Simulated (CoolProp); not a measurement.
R124 along the isobar 12200 kPa: density (kg/m³) from the reference equation and from simpler models built on Tc = 122.3 °C, pc = 3624 kPa, ω = 0.288; each cubic takes its own stable root.

Values from CoolProp's reference Helmholtz-energy equation of state, de Vries 1995.

```
T (°C)   phase  reference
------  ------  ---------
-36.55  liquid       1572
-26.55  liquid       1546
-16.45  liquid       1520
-6.45   liquid       1494
3.65    liquid       1466
13.65   liquid       1439
23.75   liquid       1411
33.75   liquid       1383
43.75   liquid       1354
53.85   liquid       1323
63.85   liquid       1292
73.95   liquid       1260
```

How far does each simpler model (van der Waals, Redlich-Kwong, Peng-Robinson) lie from the reference over these 12 states: mean and median of the absolute difference, and the worst?


- van der Waals: mean 35.3 %, median 35.5 %, worst -37.4 % at -36.55 °C and 12200 kPa
- Redlich-Kwong: mean 9.9 %, median 9.9 %, worst -10.1 % at 73.95 °C and 12200 kPa
- Peng-Robinson: mean 4.2 %, median 4.2 %, worst +4.5 % at 23.75 °C and 12200 kPa
